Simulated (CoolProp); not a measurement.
Vapour-liquid equilibrium of isobutane (1) + n-butane (2) at 0.0987 MPa; x and y are mole fractions of (1).

The numbers come from the multi-fluid Helmholtz-energy mixture model, Bücker 2006 and Bücker 2006; pair parameters Kunz 2012 in CoolProp.

```json
[
 {"x": "0.05", "bubble temperature (°C)": "-1.9", "y at the bubble point": "0.074", "dew temperature at overall composition x (°C)": "-1.6", "liquid density (mol/L)": "10.35"},
 {"x": "0.2", "bubble temperature (°C)": "-3.8", "y at the bubble point": "0.274", "dew temperature at overall composition x (°C)": "-3.1", "liquid density (mol/L)": "10.34"},
 {"x": "0.35", "bubble temperature (°C)": "-5.7", "y at the bubble point": "0.449", "dew temperature at overall composition x (°C)": "-4.6", "liquid density (mol/L)": "10.32"},
 {"x": "0.5", "bubble temperature (°C)": "-7.4", "y at the bubble point": "0.603", "dew temperature at overall composition x (°C)": "-6.2", "liquid density (mol/L)": "10.30"},
 {"x": "0.65", "bubble temperature (°C)": "-9.0", "y at the bubble point": "0.738", "dew temperature at overall composition x (°C)": "-7.9", "liquid density (mol/L)": "10.28"},
 {"x": "0.8", "bubble temperature (°C)": "-10.5", "y at the bubble point": "0.859", "dew temperature at overall composition x (°C)": "-9.7", "liquid density (mol/L)": "10.26"},
 {"x": "0.95", "bubble temperature (°C)": "-12.0", "y at the bubble point": "0.967", "dew temperature at overall composition x (°C)": "-11.7", "liquid density (mol/L)": "10.24"}
]
```

No azeotrope shows between x = 0.05 and 0.95.

Pair parameters are fitted to limited data, so mixtures are less certain than the pure fluids.
